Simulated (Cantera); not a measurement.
A closed system holds: 1 mol TiC, 0.057 mol C, 0.032 mol H2, held at 2650 K and 0.210 bar.

Cantera equilibrium calculation (NASA polynomials, part measured and part estimated; ideal gas, pure solids and liquids). Candidate condensed phases: C, C6H6, C7H8, C8H18, Ti, TiC; 77 gas species. TiC: taken at fixed stoichiometry. Rates play no part.

Base state: H2 0.886, H 0.0963, C2H2 (acetylene) 0.0174, C2H 0.000183, C4H2 0.000142, Ti 4.62e-5, CH3 3.72e-5, C2H2 (vinylidene) 2.18e-5 (mole fractions); condensed: C(graphite) + TiC(s).

Task: What changes in the equilibrium state with this change: temperature from 2650 K to 2823.15 K?

Result: 
```
species             before     after
----------------  --------  --------
H2                   0.886     0.797
H                   0.0963     0.173
C2H2 (acetylene)    0.0174    0.0287
Ti                 4.62e-5  0.000271
C2                 2.02e-6   1.96e-5
C3                 2.13e-5  0.000199
C                  5.54e-6   4.03e-5
CH                 2.06e-6   1.01e-5
C2H               0.000183  0.000816
C(graphite), mol    0.0558    0.0548
TiC(s), mol          1.000     1.000
```
